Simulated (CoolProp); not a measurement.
500 sccm (0 °C, 1 atm) of nitrogen bubbles through liquid n-heptane at 335.9 K and leaves saturated at a total pressure of 0.15 MPa (ideal gas phase). Each further row changes one setting.

Model: reference Helmholtz-energy equation of state, Span 2003, in CoolProp. It is a short technical equation, of lower accuracy than the large ones.

```tsv
case	vapour pressure (kPa)	mole fraction of vapour	delivery (mg/min)	delivery (sccm)	change of delivery for a bath 1 K warmer (%)
as stated	31.1	0.207	585	131	4.8
bath temperature 340.9 K	37.4	0.249	742	166	4.9
total pressure 0.3 MPa	31.1	0.104	259	57.8	4.3
```
